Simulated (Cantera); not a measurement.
## Thermodynamics of abatement and gas-phase synthesis, feed S + O₂

A closed system holds: 1 mol S, 0.38 mol O₂, at 0.00500 bar.

These are equilibrium values from Cantera (NASA tables, ideal gas, pure condensed phases), not measurements of a reactor. Candidate condensed phases: S; 10 gas species. Equilibrium is a limit: real reactors are often held back by kinetics, nucleation or transport.

From 2675 K to 3350 K nothing is condensed.

| T (K) | log p S | log p SO | log p O | log p SO₂ | log p S₂ | log p O₂ | log p S₂O |
|---|---|---|---|---|---|---|---|
| 2675 | -2.81 | -2.65 | -3.81 | -3.13 | -3.50 | -4.63 | -5.56 |
| 2750 | -2.77 | -2.67 | -3.57 | -3.21 | -3.65 | -4.44 | -5.72 |
| 2825 | -2.74 | -2.69 | -3.36 | -3.31 | -3.81 | -4.28 | -5.88 |
| 2900 | -2.70 | -2.74 | -3.19 | -3.44 | -3.95 | -4.17 | -6.06 |
| 2975 | -2.67 | -2.81 | -3.04 | -3.61 | -4.09 | -4.12 | -6.26 |
| 3050 | -2.64 | -2.90 | -2.93 | -3.83 | -4.22 | -4.11 | -6.47 |
| 3125 | -2.62 | -3.01 | -2.85 | -4.09 | -4.35 | -4.16 | -6.70 |
| 3200 | -2.60 | -3.14 | -2.79 | -4.39 | -4.48 | -4.24 | -6.95 |
| 3275 | -2.58 | -3.28 | -2.75 | -4.70 | -4.61 | -4.36 | -7.21 |
| 3350 | -2.57 | -3.44 | -2.72 | -5.03 | -4.75 | -4.49 | -7.47 |
log p: log10 of the partial pressure in bar; nothing condenses.
